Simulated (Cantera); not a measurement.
What does this Cantera script print?

```python
import numpy as np
import cantera as ct

gas = ct.Solution("gri30.yaml")
gas.TPX = 1350, 2400000, {'CH4': 1, 'H2O': 0.9, 'H2': 0.052}
reactor = ct.IdealGasConstPressureReactor(gas, energy="off", clone=False)
net = ct.ReactorNet([reactor])
net.rtol, net.atol = 1e-08, 1e-18
show = ['CH4', 'H2O', 'H2', 'HCO', 'CH2O', 'CO2', 'CO']
times = np.geomspace(0.0001, 200, 14)

steps = ct.SolutionArray(gas, extra=["t"])
rows = []
print(f"{'t/s':>10s}{'T/K':>9s}{'P/Pa':>11s}" + "".join(f"{s:>11s}" for s in show))
for t in times:
    while net.time < t:
        t_next = net.step()
        steps.append(gas.state, t=t_next)
    rows.append([np.interp(t, steps.t, y) for y in (steps.T, steps.P, *steps(*show).X.T)])
    print(f"{t:10.3e}{rows[-1][0]:9.1f}{rows[-1][1]:11.4g}" + "".join(f"{x:11.3e}" for x in rows[-1][2:]))
rate = np.gradient(steps.T, steps.t)
print("integrator steps:", len(steps.t))
if steps.T.max() > steps.T[0] + 200:
    print(f"time of steepest temperature rise: {steps.t[rate.argmax()]:.4e} s")
gas.TPX = 1350, 2400000, {'CH4': 1, 'H2O': 0.9, 'H2': 0.052}
gas.equilibrate("TP")
print(f"equilibrium (TP): T = {gas.T:.1f} K  " + "  ".join(f"{s} {gas[s].X[0]:.3e}" for s in show))
```

It prints:

```
       t/s      T/K       P/Pa        CH4        H2O         H2        HCO       CH2O        CO2         CO
 1.000e-04   1350.0    2.4e+06  5.123e-01  4.611e-01  2.665e-02  7.335e-16  5.235e-10  3.290e-17  5.607e-12
 3.053e-04   1350.0    2.4e+06  5.123e-01  4.611e-01  2.666e-02  4.157e-15  2.859e-09  3.129e-15  1.281e-10
 9.319e-04   1350.0    2.4e+06  5.122e-01  4.611e-01  2.670e-02  2.013e-14  1.346e-08  1.567e-13  1.943e-09
 2.845e-03   1350.0    2.4e+06  5.119e-01  4.611e-01  2.683e-02  1.106e-13  6.896e-08  7.937e-12  3.127e-08
 8.685e-03   1350.0    2.4e+06  5.112e-01  4.610e-01  2.731e-02  5.342e-13  2.920e-07  4.433e-10  4.977e-07
 2.651e-02   1350.0    2.4e+06  5.086e-01  4.606e-01  2.924e-02  1.218e-12  5.880e-07  1.742e-08  4.798e-06
 8.094e-02   1350.0    2.4e+06  5.003e-01  4.588e-01  3.607e-02  1.420e-12  6.261e-07  3.286e-07  2.350e-05
 2.471e-01   1350.0    2.4e+06  4.764e-01  4.533e-01  5.650e-02  2.074e-12  6.480e-07  4.677e-06  1.067e-04
 7.543e-01   1350.0    2.4e+06  4.267e-01  4.424e-01  9.763e-02  8.470e-12  7.350e-07  9.083e-05  5.859e-04
 2.303e+00   1350.0    2.4e+06  4.074e-01  4.336e-01  1.174e-01  3.106e-11  7.366e-07  1.286e-03  2.153e-03
 7.030e+00   1350.0    2.4e+06  4.099e-01  4.184e-01  1.294e-01  6.905e-11  6.374e-07  5.939e-03  4.959e-03
 2.146e+01   1350.0    2.4e+06  4.079e-01  3.870e-01  1.587e-01  1.792e-10  4.764e-07  1.407e-02  1.208e-02
 6.551e+01   1350.0    2.4e+06  3.862e-01  3.380e-01  2.158e-01  4.795e-10  3.334e-07  2.215e-02  2.806e-02
 2.000e+02   1350.0    2.4e+06  3.363e-01  2.753e-01  3.023e-01  1.135e-09  3.168e-07  2.603e-02  5.623e-02
integrator steps: 1356
equilibrium (TP): T = 1350.0 K  CH4 5.640e-02  H2O 2.434e-02  H2 6.941e-01  HCO 6.776e-09  CH2O 1.695e-06  CO2 3.948e-03  CO 2.212e-01
```

Cantera simulation using GRI-Mech 3.0 (53 species, 325 reactions); the numbers are that mechanism's predictions, not measurements. The pressure lies above the range GRI-Mech 3.0 was tuned for (to about 10 atm).
